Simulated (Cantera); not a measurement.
Mixture: 25.6 % H2, 15.6 % O2, 58.7 % N2, equivalence ratio 0.82, at 5.00 bar, adiabatic and at constant volume. Ignition delay is the time to a rise of 400 K.

Model: GRI-Mech 3.0 (53 species, 325 reactions), integrated in Cantera. The hydrogen kinetics of GRI-Mech 3.0 are dated; newer H2 mechanisms differ, most at raised pressure. Where the delays flatten at high temperature, the 400 K rule measures the pace of heat release, not the induction time.

### Question
Predict: delay at 1200 K; delay at 1300 K; delay at 1400 K; delay at 1500 K; delay at 1600 K; delay at 1700 K; delay at 1800 K.

### Answer
```
Property          Result
---------------  -------
delay at 1200 K  15.2 µs
delay at 1300 K  6.45 µs
delay at 1400 K  3.90 µs
delay at 1500 K  2.70 µs
delay at 1600 K  2.04 µs
delay at 1700 K  1.64 µs
delay at 1800 K  1.40 µs
```
